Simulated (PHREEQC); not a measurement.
Dissolve 0.00462 mol/kgw PbCl2 at 25 °C. Closed to the air; pH follows from the charge balance.

Model: ion-association model, phreeqc.dat, run in PHREEQC.

No solid was allowed to form.

Problem. Order these Pb species by the share of Pb that they hold, largest first: PbOH+, Pb+2, PbCl+, PbCl2.

Solution. Pb+2 (82 %), PbCl+ (18 %), PbCl2 (0.19 %), PbOH+ (0.16 %)

Problem. Order these Cl species by the share of Cl that they hold, largest first: Cl-, PbCl+, PbCl2.

Solution. Cl- (91 %), PbCl+ (8.8 %), PbCl2 (0.19 %)

The pH is 5.13 and the ionic strength 0.0122 mol/kgw.
